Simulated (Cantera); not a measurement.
Charge: 1 mol SiH4, 0.25 mol NH3, 18 mol N2, equilibrated at 133 Pa.

Cantera equilibrium calculation (NASA polynomials, part measured and part estimated; ideal gas, pure solids and liquids). Candidate condensed phases: Si, Si3N4; 18 gas species. The numbers say what is thermodynamically allowed, not how fast it happens.

Over these rows the condensed part is Si3N4(s). Partial pressures as log10 of bar:

| T (K) | 1000/T (1/K) | log p Si | log p N2 | log p H2 |
|---|---|---|---|---|
| 1375 | 0.7273 | -11.09 | -2.93 | -3.80 |
| 1425 | 0.7018 | -10.17 | -2.93 | -3.80 |
| 1475 | 0.6780 | -9.31 | -2.93 | -3.80 |
| 1525 | 0.6557 | -8.51 | -2.93 | -3.80 |
| 1575 | 0.6349 | -7.76 | -2.93 | -3.80 |
| 1625 | 0.6154 | ? | -2.93 | -3.80 |

Task: Fit log p(Si) = a + b·(1000/T) to the five rows, give the apparent enthalpy, and predict the row at 1625 K.

Result: Means: 1000/T = 0.6795, log p = -9.368. Sxy = -0.192420, Sxx = 0.0053400, so b = -36.03 and a = -9.368 − (-36.03)×0.6795 = 15.12.
Apparent enthalpy: −19.145 × (-36.03) = 690 kJ/mol. With the condensed phases at unit activity, 1/3 Si3N4(s) = Si(g) + 2/3 N2(g) links this pressure to the main gases: over the six rows their terms move log p by +0.00 in all, so the slope is close to that reaction's ΔH°. The five rows lie within 0.01 of the line.
Prediction at 1625 K: 15.12 + (-36.03)×0.6154 = -7.05. The computed value is -7.06, 0.01 from the line.
